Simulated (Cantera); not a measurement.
**Ammonia decomposition in nitride growth gas**

An isothermal, constant-pressure homogeneous reactor starts with 82.6 % NH3, 17.4 % H2, at 1750 K and 1.00 atm.

Computed with Cantera and the gas-phase N/H chemistry of the illustrative SiF4/NH3 mechanism in the Surface Chemkin manual (1991). Walls and surfaces, which speed up NH3 decomposition in real reactors, are not modelled.

```tsv
t (s)	x NH3	x H2	x N	x H	x N2H2	x NH
0.000400	0.826	0.174	2.17e-8	1.76e-5	1.01e-6	1.04e-6
0.000868	0.825	0.174	3.49e-8	2.10e-5	1.50e-6	1.44e-6
0.00188	0.824	0.175	3.57e-8	2.13e-5	1.52e-6	1.46e-6
0.00408	0.821	0.177	3.59e-8	2.16e-5	1.51e-6	1.46e-6
0.00885	0.814	0.182	3.62e-8	2.23e-5	1.49e-6	1.46e-6
0.0192	0.800	0.193	3.68e-8	2.36e-5	1.44e-6	1.46e-6
0.0417	0.770	0.214	3.80e-8	2.65e-5	1.34e-6	1.46e-6
0.0904	0.712	0.256	3.99e-8	3.25e-5	1.16e-6	1.44e-6
0.196	0.608	0.332	4.21e-8	4.41e-5	8.86e-7	1.38e-6
0.425	0.452	0.446	4.34e-8	6.45e-5	5.44e-7	1.25e-6
0.922	0.272	0.576	4.13e-8	9.56e-5	2.46e-7	1.01e-6
2.00	0.127	0.681	3.33e-8	0.000134	7.53e-8	6.73e-7
```
x: mole fraction; the columns are a selection and need not sum to one.

Equilibrium at this temperature and pressure: NH3 1.06e-5, H2 0.774, N 6.89e-12, H 0.000205, N2H2 <1e-12, NH 1.02e-10 (gas phase only).
